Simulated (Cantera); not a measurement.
An isothermal, constant-pressure homogeneous reactor starts with 9.43 % C₂H₆, 90.6 % N₂, at 1823 K and 0.0825 Torr.

Model: GRI-Mech 3.0 (53 species, 325 reactions), integrated in Cantera. GRI-Mech 3.0 stops at C3 and has no aromatics, soot or wall deposition, so with more carbon than oxygen in the feed, carbon stays in small species such as C2H2 where larger ones or solid carbon would form. Radical loss at walls, strong at low pressure, is not modelled.

x: mole fraction; the columns are a selection and need not sum to one.

```
t (s)      x C₂H₆     x H₂  x H     x HCN    x C₂H
--------  -------  -------  ---  --------  -------
4.00e-5    0.0941  4.87e-9    …    <1e-12   <1e-12
0.000143   0.0936  6.25e-8    …    <1e-12   <1e-12
0.000514   0.0919  1.11e-6    …    <1e-12   <1e-12
0.00184    0.0857  5.78e-5    …  3.42e-11   <1e-12
0.00659    0.0638  0.00332    …   1.20e-7  4.68e-9
0.0236     0.0115   0.0354    …   6.01e-6  5.22e-6
0.0847    2.54e-5    0.101    …   2.44e-5  1.60e-5
0.303     3.44e-6    0.128    …   3.12e-5  7.87e-6
1.09      9.46e-7    0.138    …   3.44e-5  4.62e-6
3.89      2.96e-7    0.144    …   3.70e-5  3.38e-6
14.0      8.88e-8    0.151    …   4.13e-5  3.62e-6
50.0      8.78e-9    0.156    …   5.52e-5  5.70e-6
```

Task: Some entries are withheld; supply them.

Result: 
- 4.00e-5, x H: 1.57e-7
- 0.000143, x H: 5.78e-7
- 0.000514, x H: 3.74e-6
- 0.00184, x H: 7.38e-5
- 0.00659, x H: 0.00115
- 0.0236, x H: 0.00422
- 0.0847, x H: 0.00355
- 0.303, x H: 0.00156
- 1.09, x H: 0.000914
- 3.89, x H: 0.000677
- 14.0, x H: 0.000738
- 50.0, x H: 0.00118
